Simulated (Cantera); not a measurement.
Equilibrium for fluorocarbon and chlorocarbon gases: CF4 + F2 + H2

A closed system holds: 1 mol CF4, 0.29 mol F2, a varied amount of H2, at 1.33 mbar.

Equilibrium computed with Cantera from the NASA thermochemical tables; the gas is ideal and each condensed phase is pure. Candidate condensed phases: C, C6H6, C7H8, C8H18; 95 gas species. Equilibrium is a limit: real reactors are often held back by kinetics, nucleation or transport.

Stable condensed phases:

```
T in K \ n(H2) in mol
         0.071  0.13  0.24  0.45  0.83   1.5   2.8   5.2   9.5    18
   2700      A     A     A     A     A     A     A     A     A     B
   2650      A     A     A     A     A     A     A     A     A     A
   2600      A     A     A     A     A     A     A     A     A     A
   2550      A     A     A     A     A     A     A     A     A     A
   2500      A     A     A     A     A     A     A     A     A     A
   2450      A     A     A     A     A     A     A     A     A     A
   2400      A     A     A     A     A     A     A     A     A     A
   2350      A     A     A     A     A     A     A     A     A     A
   2300      B     B     A     A     A     A     A     A     A     A
```

A: C; B: gas only.
